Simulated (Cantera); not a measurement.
Charge: 1 mol SO2, 2 mol O2, held at 1777 °C and 0.0370 bar.

Equilibrium computed with Cantera from the NASA thermochemical tables; the gas is ideal and each condensed phase is pure. Candidate condensed phases: S; 10 gas species. The numbers say what is thermodynamically allowed, not how fast it happens.

Base state: O2 0.663, SO2 0.332, O 0.00412, SO 0.000490, SO3 0.000255 (mole fractions); condensed: gas only.

Q: What changes in the equilibrium state with this change: SO2 replaced by HBr?

A: 
| species | before | after |
|---|---|---|
| O2 | 0.663 | 0.541 |
| Br | 0 | 0.285 |
| H2O | 0 | 0.138 |
| SO2 | 0.332 | 0 |
| HBr | 0 | 0.0223 |
| OH | 0 | 0.00882 |
| SO | 0.000490 | 0 |
| Br2 | 0 | 0.000449 |
| H2 | 0 | 0.000407 |
Further candidate phases: Br2, H2O.
